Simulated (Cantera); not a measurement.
Adiabatic ignition

An adiabatic, constant-volume homogeneous reactor starts with 7.04 % C3H8, 25.1 % O2, 67.8 % N2, at 1600 K and 0.970 bar.

Computed with Cantera and GRI-Mech 3.0 (53 species, 325 reactions). GRI-Mech 3.0 was tuned for natural gas; its chemistry of propane as a main component is partial and can be far from experiment. Above 3000 K some thermodynamic fits are extrapolated.

```
t (s)     T (K)  P (bar)  x C3H8     x O2     x H2O   x H2O2    x C2H2
--------  -----  -------  ------  -------  --------  -------  --------
2.00e-6    1589    0.965  0.0685    0.250  0.000158  5.32e-6   1.87e-7
6.07e-6    1576    0.964  0.0625    0.247   0.00191  2.74e-5   8.46e-6
1.84e-5    1617     1.02  0.0362    0.225    0.0151  5.97e-5  0.000312
5.58e-5    3123     2.35  <1e-12  0.00987     0.133  4.17e-7    <1e-12
0.000169   3118     2.34  <1e-12  0.00884     0.133  3.94e-7    <1e-12
0.000514   3114     2.34  <1e-12  0.00848     0.133  3.84e-7    <1e-12
0.00156    3114     2.34  <1e-12  0.00848     0.133  3.83e-7    <1e-12
0.00473    3114     2.34  <1e-12  0.00848     0.133  3.83e-7    <1e-12
0.0143     3114     2.34  <1e-12  0.00848     0.133  3.83e-7    <1e-12
0.0435     3114     2.34  <1e-12  0.00848     0.133  3.83e-7    <1e-12
0.132      3114     2.34  <1e-12  0.00848     0.133  3.83e-7    <1e-12
0.400      3114     2.34  <1e-12  0.00848     0.133  3.83e-7    <1e-12
```
x: mole fraction; the columns are a selection and need not sum to one.

| Property | Result |
|---|---|
| time of steepest temperature rise | 28.6 µs |
| temperature at 0.400 s | 3114 K |
| equilibrium temperature | 3114 K |
| x(C3H8) at 0.400 s | <1e-12 (gas-phase equilibrium <1e-12) |
| x(O2) at 0.400 s | 0.00848 (gas-phase equilibrium 0.00848) |
| x(H2O) at 0.400 s | 0.133 (gas-phase equilibrium 0.133) |
